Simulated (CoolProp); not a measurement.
Properties of n-perfluoropentane along the isotherm 339 K (Tc = 421.0 K, pc = 2063 kPa, ω = 0.436).

The numbers come from the reference Helmholtz-energy equation of state, Gao 2022 in CoolProp.

| p (kPa) | phase | Z | speed of sound (m/s) | Joule-Thomson coefficient (K/MPa) | expansivity (1/kK) | fugacity coefficient |
|---|---|---|---|---|---|---|
| 31.6 | gas | 0.9888 | 99.57 | 14.04 | 3.067 | 0.9889 |
| 51.1 | gas | 0.9817 | 98.90 | 14.24 | 3.145 | 0.9820 |
| 82.5 | gas | 0.9701 | 97.81 | 14.57 | 3.277 | 0.9710 |
| 133 | gas | 0.9508 | 95.97 | 15.16 | 3.512 | 0.9532 |
| 215 | gas | 0.9177 | 92.73 | 16.28 | 3.973 | 0.9243 |
| 348 | liquid | 0.02441 | 346.0 | -0.02212 | 2.842 | 0.8308 |
| 562 | liquid | 0.03935 | 348.8 | -0.02939 | 2.807 | 0.5222 |
| 909 | liquid | 0.06349 | 353.3 | -0.04058 | 2.752 | 0.3308 |
| 1470 | liquid | 0.1023 | 360.2 | -0.05725 | 2.671 | 0.2127 |
| 2370 | liquid | 0.1639 | 370.8 | -0.08090 | 2.555 | 0.1404 |
| 3830 | liquid | 0.2627 | 386.7 | -0.1130 | 2.398 | 0.09610 |
| 6190 | liquid | 0.4192 | 409.8 | -0.1531 | 2.200 | 0.06983 |
| 10000 | liquid | 0.6658 | 442.1 | -0.1991 | 1.969 | 0.05583 |
